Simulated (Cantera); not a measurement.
A closed system holds: 1 mol CF4, a varied amount of H2, held at 1150 °C and 0.0255 Torr.

Method: chemical equilibrium by Gibbs-energy minimisation in Cantera with the NASA 1993 tables (ideal gas, pure condensed phases). Candidate condensed phases: C, C6H6, C7H8, C8H18; 95 gas species. Gases not in the tables: C2F6 and larger saturated fluorocarbons. Rates play no part.

### Question
What share of the C ends up in condensed phases as a function of n(H2) (mol), at 0.45, 0.71, 0.97, 1.2, 1.5, 1.8, 2, 2.3, 2.5, 2.8?

### Answer
| n(H2) (mol) | C condensed (%) | as |
|---|---|---|
| 0.45 | 22.4 | C(graphite) |
| 0.71 | 35.4 | C(graphite) |
| 0.97 | 48.4 | C(graphite) |
| 1.2 | 59.9 | C(graphite) |
| 1.5 | 74.9 | C(graphite) |
| 1.8 | 90.0 | C(graphite) |
| 2 | 100.0 | C(graphite) |
| 2.3 | 100.0 | C(graphite) |
| 2.5 | 100.0 | C(graphite) |
| 2.8 | 100.0 | C(graphite) |
